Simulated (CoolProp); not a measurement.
Vapour-liquid equilibrium of isobutane (1) + acetone (2) at 366.2 K; x and y are mole fractions of (1).

Model: multi-fluid Helmholtz-energy mixture model, Bücker 2006 and Lemmon 2006; pair parameters Bell 2016, in CoolProp.

Give the bubble pressure and the first vapour's composition at x = 0.125, 0.35, 0.725. Is there an azeotrope?

x = 0.125: 0.7405 MPa, y = 0.585; x = 0.35: 1.192 MPa, y = 0.759; x = 0.725: 1.535 MPa, y = 0.860. No azeotrope shows between x = 0.05 and 0.95.

The pair parameters rest on a limited set of measurements; away from them the model extrapolates. With so large a gap from Raoult's law the liquid may split in two, which this calculation doesn't test in full.
